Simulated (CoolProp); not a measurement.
Vapour pressure (MPa) of 1,2-dichloroethane: the reference equation beside estimates from Tc = 561.6 K, pc = 5.226 MPa, ω = 0.269.

Model: reference Helmholtz-energy equation of state, Thol 2015, in CoolProp.

| T (K) | reference | van der Waals | Redlich-Kwong | Soave-Redlich-Kwong |
|---|---|---|---|---|
| 428.8 | 0.6339 | 1.609 | 0.9137 | 0.6420 |
| 433.7 | 0.7005 | 1.699 | 0.9948 | 0.7105 |
| 438.6 | 0.7722 | 1.791 | 1.081 | 0.7845 |
| 443.4 | 0.8476 | 1.885 | 1.170 | 0.8624 |
| 448.3 | 0.9302 | 1.984 | 1.266 | 0.9477 |
| 453.2 | 1.019 | 2.086 | 1.367 | 1.039 |
| 458 | 1.111 | 2.189 | 1.472 | 1.135 |
| 462.9 | 1.212 | 2.297 | 1.584 | 1.240 |
| 467.8 | 1.320 | 2.409 | 1.702 | 1.351 |
| 472.7 | 1.435 | 2.524 | 1.826 | 1.470 |
| 477.5 | 1.554 | 2.640 | 1.953 | 1.593 |
| 482.4 | 1.683 | 2.762 | 2.088 | 1.727 |
| 487.3 | 1.821 | 2.888 | 2.230 | 1.869 |
| 492.2 | 1.966 | 3.016 | 2.378 | 2.020 |
| 497 | 2.117 | 3.146 | 2.530 | 2.176 |

Absolute difference from the reference over all 15 rows, mean and median: van der Waals 93.9 and 89.5 %, Redlich-Kwong 31.1 and 30.7 %, Soave-Redlich-Kwong 2.2 and 2.3 %.
